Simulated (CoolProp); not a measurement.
Methane at 293.15 K and 12.4 MPa is throttled through a valve to 5.84 MPa with no heat exchange. Each further row changes one setting.

Values from CoolProp's reference Helmholtz-energy equation of state, Setzmann 1991.

```csv
case,temperature change (K),final phase,final density (kg/m³)
as stated,-25.3,supercritical,49.3
outlet pressure 1.75 MPa,-48.3,gas,14.7
outlet pressure 7.59 MPa,-17.2,supercritical,63.6
```
